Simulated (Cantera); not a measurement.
An isothermal, constant-pressure homogeneous reactor starts with CO : O2 : H2O : N2 = 0.017 : 0.079 : 0.004 : 1 (molar parts), equivalence ratio 0.11, at 975 K and 0.430 bar.

Cantera simulation using GRI-Mech 3.0 (53 species, 325 reactions); the numbers are that mechanism's predictions, not measurements.

x: mole fraction; the columns are a selection and need not sum to one.

```
t (s)         x CO    x O2    x H2O       x O      x NO
--------  --------  ------  -------  --------  --------
0.000200    0.0155  0.0718  0.00364  5.63e-11    <1e-12
0.000455    0.0155  0.0718  0.00364  1.28e-10    <1e-12
0.00104     0.0155  0.0718  0.00364  2.90e-10    <1e-12
0.00236     0.0155  0.0718  0.00364  6.68e-10    <1e-12
0.00537     0.0155  0.0718  0.00364   1.60e-9    <1e-12
0.0122      0.0155  0.0718  0.00364   4.41e-9    <1e-12
0.0278      0.0155  0.0718  0.00364   2.17e-8    <1e-12
0.0632      0.0155  0.0718  0.00364   7.05e-7    <1e-12
0.144       0.0126  0.0705  0.00362   4.77e-5  9.09e-10
0.328      0.00621  0.0675  0.00364   2.42e-5         ?
0.746      0.00213  0.0656  0.00366   8.28e-6         ?
1.70      0.000534  0.0648  0.00366   2.09e-6   7.59e-9
3.86       9.85e-5  0.0646  0.00366   3.93e-7   7.52e-9
8.79       1.27e-5  0.0646  0.00366   5.02e-8   7.26e-9
20.0       1.17e-6  0.0646  0.00366   5.01e-9         ?
```

Task: Complete the blanks.

Result: 
- 0.328, x NO: 3.77e-9
- 0.746, x NO: 6.28e-9
- 20.0, x NO: 8.47e-9
